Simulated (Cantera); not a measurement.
A perfectly stirred reactor is fed with CH4 : N2 = 1 : 10 (molar parts), at 135 Torr; it is held at 1223 K, and followed from long to short residence time.

Model: GRI-Mech 3.0 (53 species, 325 reactions), integrated in Cantera. GRI-Mech 3.0 stops at C3 and has no aromatics, soot or wall deposition, so with more carbon than oxygen in the feed, carbon stays in small species such as C2H2 where larger ones or solid carbon would form.

Task: What does this change do: temperature 1223 to 1923 K?

Result: 
```csv
quantity,before,after
x(CH4) at τ = 0.460 s,0.0909,0.00260
x(CH2) at τ = 0.460 s,<1e-12,1.68e-6
x(C2H4) at τ = 0.460 s,2.09e-7,2.24e-5
x(H2) at τ = 0.460 s,2.72e-6,0.121
x(C2H6) at τ = 0.460 s,1.74e-6,3.54e-7
x(CH4) at τ = 62.0 ms,0.0909,0.00861
x(CH2) at τ = 62.0 ms,<1e-12,3.42e-6
x(C2H4) at τ = 62.0 ms,4.90e-9,0.000119
x(H2) at τ = 62.0 ms,3.23e-7,0.112
x(C2H6) at τ = 62.0 ms,6.39e-8,2.78e-6
```

Task: What does this change do: temperature 1223 to 1748 K?

Result: 
```
quantity                 before     after
----------------------  -------  --------
x(CH4) at τ = 0.460 s    0.0909    0.0112
x(CH2) at τ = 0.460 s    <1e-12   3.72e-7
x(C2H4) at τ = 0.460 s  2.09e-7  0.000108
x(H2) at τ = 0.460 s    2.72e-6     0.109
x(C2H6) at τ = 0.460 s  1.74e-6   3.97e-6
x(CH4) at τ = 62.0 ms    0.0909    0.0308
x(CH2) at τ = 62.0 ms    <1e-12   7.12e-7
x(C2H4) at τ = 62.0 ms  4.90e-9  0.000601
x(H2) at τ = 62.0 ms    3.23e-7    0.0814
x(C2H6) at τ = 62.0 ms  6.39e-8   2.44e-5
```
